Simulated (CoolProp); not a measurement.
Computed with CoolProp (reference Helmholtz-energy equation of state, Lemmon 2013).

Question: For propylene, give the phase and the Z, cv (kJ/(kg K)), isothermal compressibility (1/MPa), Prandtl number at 198.6 K and 0.738 MPa; 215.1 K and 0.738 MPa.

Answer: 
- 198.6 K and 0.738 MPa: liquid; Z 0.0292, cv 1.34, isothermal compressibility 0.00131, Prandtl number 3.66
- 215.1 K and 0.738 MPa: liquid; Z 0.0278, cv 1.35, isothermal compressibility 0.00161, Prandtl number 3.18

Viscosity comes from a separate model (Huber 2003), an estimate that may be off by 10 % or more. Thermal conductivity comes from a separate model (Huber 2003), an estimate that may be off by 10 % or more.
